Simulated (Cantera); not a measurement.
Input: 1 mol CaCl2, 0.31 mol O2, a varied amount of N2, held at 1425 °C and 13.3 mbar.

Equilibrium computed with Cantera from the NASA thermochemical tables; the gas is ideal and each condensed phase is pure. Candidate condensed phases: Ca, CaCl2, CaO; 17 gas species. Condensed phases not in the tables: oxide chlorides. The numbers say what is thermodynamically allowed, not how fast it happens.

### Question
At 53 mol N2, list the 4 most abundant gas species with their mole fractions, and the condensed phases.

### Answer
N2 0.975, CaCl2 0.0166, O2 0.00456, Cl 0.00358. Condensed: CaO(s).
